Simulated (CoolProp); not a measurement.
Saturated liquid density (kg/m³) of CH3F (R41): the reference equation beside estimates from Tc = 44.1 °C, pc = 5.906 MPa, ω = 0.200. Rackett uses Z = 0.29056 − 0.08775 ω.

Model: reference Helmholtz-energy equation of state, Lemmon 2006, in CoolProp. It is a short technical equation, of lower accuracy than the large ones.

| T (°C) | reference | Rackett | van der Waals | Redlich-Kwong | Soave-Redlich-Kwong | Peng-Robinson |
|---|---|---|---|---|---|---|
| -76.05 | 876.3 | 746.6 | 462.8 | 679.4 | 695.4 | 785.6 |
| -69.55 | 862.5 | 735.1 | 455.9 | 667.5 | 684.3 | 773.6 |
| -62.95 | 848.1 | 723.2 | 448.6 | 654.8 | 672.5 | 760.7 |
| -56.35 | 833.2 | 710.9 | 441.1 | 641.6 | 660.0 | 747.1 |
| -49.75 | 817.9 | 698.2 | 433.3 | 627.7 | 646.9 | 732.7 |
| -43.15 | 802.1 | 685.1 | 425.2 | 613.3 | 633.1 | 717.4 |
| -36.65 | 785.9 | 671.8 | 416.9 | 598.4 | 618.7 | 701.4 |
| -30.05 | 768.8 | 657.8 | 408.0 | 582.5 | 603.2 | 684.2 |
| -23.45 | 750.9 | 643.1 | 398.8 | 565.8 | 586.7 | 665.7 |
| -16.85 | 732.1 | 627.8 | 389.0 | 548.2 | 569.1 | 645.9 |
| -10.25 | 712.2 | 611.6 | 378.6 | 529.5 | 550.3 | 624.5 |

Absolute difference from the reference over all 11 rows, mean and median: Rackett 14.5 and 14.6 %, van der Waals 47.0 and 47.0 %, Redlich-Kwong 23.7 and 23.5 %, Soave-Redlich-Kwong 21.3 and 21.1 %, Peng-Robinson 10.9 and 10.6 %.
